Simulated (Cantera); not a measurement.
Feed: 1 mol HI, 4.2 mol O₂, held at 1.00 bar.

Cantera equilibrium calculation (NASA polynomials, part measured and part estimated; ideal gas, pure solids and liquids). Candidate condensed phases: H₂O, I₂; 12 gas species. Equilibrium is a limit: real reactors are often held back by kinetics, nucleation or transport. All values below are at 825 °C.

Base state: O₂ 0.784, H₂O 0.0992, I₂ 0.0811, I 0.0361, HI 1.69e-5 (mole fractions); condensed: gas only.

Q: What changes in the equilibrium state with this change: pressure from 1.00 bar to 0.100 bar?

A: 
```csv
species,before,after
O₂,0.784,0.762
H₂O,0.0992,0.0964
I,0.0361,0.0907
I₂,0.0811,0.0511
HI,1.69e-5,2.37e-5
```
